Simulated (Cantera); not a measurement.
Feed: 1 mol B, 7.5 mol H2, 89 mol N2, equilibrated at 2050 K and 1.00 bar.

Equilibrium computed with Cantera from the NASA thermochemical tables; the gas is ideal and each condensed phase is pure. Candidate condensed phases: B, BN; 15 gas species. Equilibrium is a limit: real reactors are often held back by kinetics, nucleation or transport.

Question: What is the equilibrium state?

Answer: 
* **x(N2)**: 0.922
* **x(H2)**: 0.0778
* **x(H)**: 0.000633
* **n(BN(s))**: 1.000 mol
* **gas amount**: 96.03 mol
* **log10 activity of B(s) (absent)**: -1.79
